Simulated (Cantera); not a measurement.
# Equilibrium for abatement and gas-phase synthesis: CO2 + H2 + O2

Feed: 1 mol CO2, 7.7 mol H2, 0.35 mol O2, at 1575 K and 0.428 Torr.

Equilibrium computed with Cantera from the NASA thermochemical tables; the gas is ideal and each condensed phase is pure. Candidate condensed phases: C, C6H6, C7H8, C8H18, H2O; 110 gas species. Equilibrium is a limit: real reactors are often held back by kinetics, nucleation or transport.

| Property | Value |
|---|---|
| x(H2) | 0.698 |
| x(H2O) | 0.186 |
| x(CO) | 0.105 |
| x(CO2) | 0.00964 |
| x(H) | 0.00145 |
| x(OH) | 1.40e-5 |
| gas amount | 8.706 mol |
| log10 activity of C(graphite) (absent) | -6.64 |
